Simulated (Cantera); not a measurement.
Feed: 1 mol C3H8, 1.8 mol H2, 12 mol N2, equilibrated at 1627 °C and 0.310 bar.

Equilibrium computed with Cantera from the NASA thermochemical tables; the gas is ideal and each condensed phase is pure. Candidate condensed phases: C, C6H6, C7H8, C8H18; 92 gas species. Kinetics and transport are ignored.

Base state: N2 0.672, H2 0.323, HCN 0.00453, H 0.000810, HNC 0.000213, C2H2 (acetylene) 0.000123, CH4 1.82e-5 (mole fractions); condensed: C(graphite).

What changes in the equilibrium state with this change: temperature from 1627 °C to 2700 °C?


```
species             before     after
----------------  --------  --------
N2                   0.672     0.592
H2                   0.323     0.197
H                 0.000810     0.116
C2H2 (acetylene)  0.000123    0.0113
HNC               0.000213    0.0120
HCN                0.00453    0.0652
C3                   <1e-9  0.000753
C2H                4.04e-9   0.00110
C                    <1e-9  0.000126
C2                   <1e-9   7.60e-5
CN                 2.10e-7   0.00385
C(graphite), mol      2.91     0.899
```
